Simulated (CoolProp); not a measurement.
Nitrous oxide along the isobar 57.8 bar: density (kg/m³) from the reference equation and from simpler models built on Tc = 36.4 °C, pc = 72.45 bar, ω = 0.161; each cubic takes its own stable root.

Model: reference Helmholtz-energy equation of state, Lemmon 2006, in CoolProp. It is a short technical equation, of lower accuracy than the large ones.

```csv
T (°C),phase,reference
-31.25,liquid,1057
-11.45,liquid,979.4
8.45,liquid,880.5
28.25,gas,183.3
48.15,gas,136.5
67.95,gas,116.4
87.85,gas,103.5
107.75,gas,94.05
127.55,gas,86.70
147.45,gas,80.66
167.25,gas,75.63
187.15,gas,71.29
206.95,gas,67.53
226.85,gas,64.19
```

Task: How far does each simpler model (van der Waals, Soave-Redlich-Kwong, Peng-Robinson) lie from the reference over these 14 states: mean and median of the absolute difference, and the worst?

Result: 
- van der Waals: mean 10.0 %, median 2.2 %, worst -36.9 % at 8.45 °C and 57.8 bar
- Soave-Redlich-Kwong: mean 3.0 %, median 1.0 %, worst -12.4 % at 8.45 °C and 57.8 bar
- Peng-Robinson: mean 1.7 %, median 1.5 %, worst +4.4 % at -31.25 °C and 57.8 bar
